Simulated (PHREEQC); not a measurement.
Make-up at 20 °C: 1.7 mol MgCl2 and 0.58 mol MgSO4 per kg of water. Closed to the air; pH follows from the charge balance.

Equilibrium calculation in PHREEQC: Pitzer model, pitzer.dat.

Each row changes one thing in this solution. No solid was allowed to form.

```tsv
case	MgOH+ (mol/kgw)	HSO4- (mol/kgw)	SI of Epsomite (MgSO4:7H2O)	SI of Hexahydrite (MgSO4:6H2O)
as made	1.65e-6	9.16e-7	-0.32	-0.57
diluted 2-fold with water	8.42e-7	3.90e-7	-0.89	-1.19
MgCl2 from 1.7 to 1.87 mol/kgw	1.78e-6	9.90e-7	-0.27	-0.51
MgSO4 from 0.58 to 1.16 mol/kgw	2.35e-6	1.62e-6	+0.02	…
temperature from 20 to 70 °C	1.27e-5	…	-1.12	-0.96
diluted 5-fold with water	4.55e-7	1.86e-7	…	-1.74
MgSO4 from 0.58 to 0.522 mol/kgw	1.58e-6	8.41e-7	-0.37	…
diluted 100-fold with water	9.26e-8	2.12e-8	-2.91	-3.24
```

Task: Some entries are withheld; supply them.

Result: 
- MgSO4 from 0.58 to 1.16 mol/kgw, SI of Hexahydrite (MgSO4:6H2O): -0.21
- temperature from 20 to 70 °C, HSO4- (mol/kgw): 9.32e-6
- diluted 5-fold with water, SI of Epsomite (MgSO4:7H2O): -1.42
- MgSO4 from 0.58 to 0.522 mol/kgw, SI of Hexahydrite (MgSO4:6H2O): -0.63

At this temperature some constants are extrapolated from 25 °C, and those without enthalpy data are left unchanged.
